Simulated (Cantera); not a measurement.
Hydrocarbon pyrolysis for carbon deposition

An isothermal, constant-pressure homogeneous reactor starts with C₂H₆ : N₂ = 1 : 130 (molar parts), at 1275 K and 0.444 atm.

Computed with Cantera and GRI-Mech 3.0 (53 species, 325 reactions). GRI-Mech 3.0 stops at C3 and has no aromatics, soot or wall deposition, so with more carbon than oxygen in the feed, carbon stays in small species such as C2H2 where larger ones or solid carbon would form.

| t (s) | x C₂H₆ | x C₂H | x CH₄ | x H₂ | x H | x C₂H₂ |
|---|---|---|---|---|---|---|
| 1.00e-5 | 0.00763 | <1e-12 | 3.13e-9 | 5.67e-10 | 9.65e-10 | <1e-12 |
| 2.70e-5 | 0.00763 | <1e-12 | 2.27e-8 | 9.49e-9 | 7.00e-9 | <1e-12 |
| 7.28e-5 | 0.00763 | <1e-12 | 1.63e-7 | 1.97e-7 | 5.44e-8 | 1.00e-12 |
| 0.000196 | 0.00762 | <1e-12 | 1.14e-6 | 3.90e-6 | 3.87e-7 | 2.18e-10 |
| 0.000529 | 0.00755 | <1e-12 | 7.42e-6 | 5.99e-5 | 1.83e-6 | 4.53e-8 |
| 0.00143 | 0.00715 | 5.90e-12 | 3.98e-5 | 0.000413 | 3.09e-6 | 2.28e-6 |
| 0.00385 | 0.00599 | 2.73e-11 | 0.000148 | 0.00148 | 3.53e-6 | 3.17e-5 |
| 0.0104 | 0.00349 | 1.04e-10 | 0.000428 | 0.00392 | 4.22e-6 | 0.000268 |
| 0.0280 | 0.000698 | 2.85e-10 | 0.000837 | 0.00744 | 4.13e-6 | 0.00142 |
| 0.0756 | 5.24e-5 | 1.90e-10 | 0.000964 | 0.00964 | 1.63e-6 | 0.00310 |
| 0.204 | 4.58e-6 | 7.68e-11 | 0.000983 | 0.0108 | 5.41e-7 | 0.00422 |
| 0.550 | 6.93e-7 | 3.61e-11 | 0.000987 | 0.0116 | 2.30e-7 | 0.00502 |
| 1.48 | 2.95e-7 | 2.88e-11 | 0.000989 | 0.0124 | 1.69e-7 | 0.00583 |
| 4.00 | 1.34e-7 | 2.53e-11 | 0.000990 | 0.0131 | 1.39e-7 | 0.00658 |
x: mole fraction; the columns are a selection and need not sum to one.

Equilibrium at this temperature and pressure: C₂H₆ 1.15e-8, C₂H 3.50e-12, CH₄ 0.000374, H₂ 0.0145, H 1.33e-7, C₂H₂ 0.00105 (gas phase only).
